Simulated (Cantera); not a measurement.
Feed: 1 mol CuO, 0.82 mol CH4, 0.62 mol N2, equilibrated at 2598 K and 2.00 bar.

Equilibrium computed with Cantera from the NASA thermochemical tables; the gas is ideal and each condensed phase is pure. Candidate condensed phases: C, C6H6, C7H8, C8H18, Cu, CuO, Cu(OH)2, Cu2O, H2O; 139 gas species. Rates play no part.

Base state: H2 0.394, CO 0.220, N2 0.169, Cu 0.149, H2O 0.0447, H 0.0169, CO2 0.00386, Cu2 0.00279 (mole fractions); condensed: Cu(l).

Q: What changes in the equilibrium state with this change: CH4 from 0.82 to 0.39 mol?

A: 
```json
[
 {"species": "N2", "before": "0.169", "after": "0.291"},
 {"species": "H2O", "before": "0.0447", "after": "0.238"},
 {"species": "Cu", "before": "0.149", "after": "0.149"},
 {"species": "H2", "before": "0.394", "after": "0.121"},
 {"species": "CO2", "before": "0.00386", "after": "0.0427"},
 {"species": "H", "before": "0.0169", "after": "0.00937"},
 {"species": "CO", "before": "0.220", "after": "0.140"},
 {"species": "O2", "before": "5.69e-7", "after": "0.000171"},
 {"species": "NO", "before": "2.07e-5", "after": "0.000470"},
 {"species": "O", "before": "1.23e-5", "after": "0.000213"},
 {"species": "CuO", "before": "1.08e-5", "after": "0.000187"},
 {"species": "OH", "before": "0.000443", "after": "0.00425"},
 {"species": "Cu(l), mol", "before": "0.432", "after": "0.670"}
]
```
